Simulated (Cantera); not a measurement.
Mixture: 6.24 % C3H8, 19.5 % O2, 73.6 % N2, 0.686 % H2O, at 140000 Pa, adiabatic and at constant volume. Ignition delay is the time to a rise of 400 K.

Model: GRI-Mech 3.0 (53 species, 325 reactions), integrated in Cantera. GRI-Mech 3.0 was tuned for natural gas; its chemistry of propane as a main component is partial and can be far from experiment.

Task: Predict: delay at 1200 K; delay at 1300 K; delay at 1400 K; delay at 1500 K; delay at 1600 K; apparent activation energy between 1500 and 1600 K.

Result: 
| Item | Value |
|---|---|
| delay at 1200 K | 5.12 ms |
| delay at 1300 K | 0.805 ms |
| delay at 1400 K | 0.185 ms |
| delay at 1500 K | 60.3 µs |
| delay at 1600 K | 26.0 µs |
| apparent activation energy between 1500 and 1600 K | 170 kJ/mol |
